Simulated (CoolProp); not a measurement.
A single-stage vapour-compression cycle with cis-2-butene: evaporating at 284.15 K (dew point), condensing at 353.15 K (bubble point), superheat 10 K, subcooling 0 K, compressor efficiency 0.8, no pressure losses. Each further row changes one setting.

Model: reference Helmholtz-energy equation of state, Lemmon 2005, in CoolProp. It is a short technical equation, of lower accuracy than the large ones.

| case | cooling COP | pressure ratio | discharge temperature (K) | refrigerating effect (kJ/kg) | volumetric capacity (kJ/m³) |
|---|---|---|---|---|---|
| as stated | 2.40 | 7.01 | 374.9 | 259 | 823 |
| evaporating temperature 289.15 K | 2.70 | 5.88 | 373.1 | 265 | 994 |
| condensing temperature 348.15 K | 2.68 | 6.26 | 369.8 | 272 | 864 |
| subcooling 5 K | 2.52 | 7.01 | 374.9 | 272 | 864 |
| superheat 20 K | 2.45 | 7.01 | 384.8 | 274 | 838 |
| compressor efficiency 0.7 | 2.10 | 7.01 | 382.7 | 259 | 823 |
